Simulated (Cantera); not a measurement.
## Ignition delay

Mixture: CH4 : CO : O2 : N2 = 1 : 0.037 : 3.08 : 11.6 (molar parts), at 5.00 bar, adiabatic and at constant volume. Ignition delay is the time to a rise of 400 K.

Model: GRI-Mech 3.0 (53 species, 325 reactions), integrated in Cantera.

| T0 (K) | delay (ms) |
|---|---|
| 1250 | 4.24 |
| 1300 | 2.30 |
| 1350 | 1.29 |
| 1400 | 0.746 |
| 1450 | 0.443 |
| 1500 | 0.270 |
| 1550 | 0.170 |
| 1600 | 0.110 |
| 1650 | 0.0730 |

```
Property                                                Result
--------------------------------------------------  ----------
apparent activation energy between 1550 and 1650 K  180 kJ/mol
```
